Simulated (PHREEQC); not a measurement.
Solution (25 °C): 23 mmol/kgw HF. Closed to the air; pH follows from the charge balance.

Model: ion-association model, wateq4f.dat, run in PHREEQC.

| quantity | before | after |
|---|---|---|
| pH | 2.45 | 2.48 |
| ionic strength (mol/kgw) | 0.00376 | 0.00350 |
| HF (mol/kgw) | 0.0174 | 0.0181 |
| F- (mol/kgw) | 0.00352 | 0.00326 |
| H2F2 (mol/kgw) | 0.000792 | 0.000590 |
| HF2- (mol/kgw) | 0.000236 | 0.000241 |

Q: Name the change that produced these shifts.
A. temperature from 25 to 20 °C
B. temperature from 25 to 35 °C
C. diluted 10-fold with water
D. HF replaced by NaHF2 at the same molality

A: B, temperature from 25 to 35 °C

This is a speciation only: nothing precipitates in the calculation. wateq4f.dat counts part of the HF as a dimer, H2F2, which phreeqc.dat doesn't know; its constant is uncertain.
